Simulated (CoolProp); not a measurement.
Computed with CoolProp (reference Helmholtz-energy equation of state, Thol 2018).

For hydrogen chloride, give the phase and the cp (kJ/(kg K)), speed of sound (m/s), Joule-Thomson coefficient (K/MPa) at 291 K and 0.101 MPa.


- 291 K and 0.101 MPa: gas; cp 0.811, speed of sound 304, Joule-Thomson coefficient 16.7
